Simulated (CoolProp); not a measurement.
Properties of neopentane along the isobar 0.369 MPa.

Computed with CoolProp (reference Helmholtz-energy equation of state, Lemmon 2006). It is a short technical equation, of lower accuracy than the large ones.

```
T (K)   phase        Z  expansivity (1/kK)
-----  ------  -------  ------------------
275.3  liquid  0.01909               1.701
287.1  liquid  0.01869               1.797
298.9  liquid  0.01835               1.914
310.7  liquid  0.01807               2.057
322.5  liquid  0.01785               2.235
334.3     gas   0.9016               4.200
346       gas   0.9132               3.878
357.8     gas   0.9230               3.616
369.6     gas   0.9313               3.398
381.4     gas   0.9383               3.212
393.2     gas   0.9444               3.051
405       gas   0.9497               2.910
416.8     gas   0.9543               2.785
428.6     gas   0.9584               2.672
```
